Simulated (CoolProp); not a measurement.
Vapour-liquid equilibrium of R143a (1) + propane (2) at 207.6 K; x and y are mole fractions of (1).

Values from CoolProp's multi-fluid Helmholtz-energy mixture model, Lemmon and Jacobsen 2000 and Lemmon 2009; pair parameters Bell 2016.

Task: Give the bubble pressure and the first vapour's composition at x = 0.25, 0.75, 0.85. Is there an azeotrope?

Result: x = 0.25: 53.01 kPa, y = 0.490; x = 0.75: 53.50 kPa, y = 0.606; x = 0.85: 50.66 kPa, y = 0.680. y crosses x between x = 0.45 and 0.55: the model has an azeotrope there.

Pair parameters are fitted to limited data, so mixtures are less certain than the pure fluids. With so large a gap from Raoult's law the liquid may split in two, which this calculation doesn't test in full.
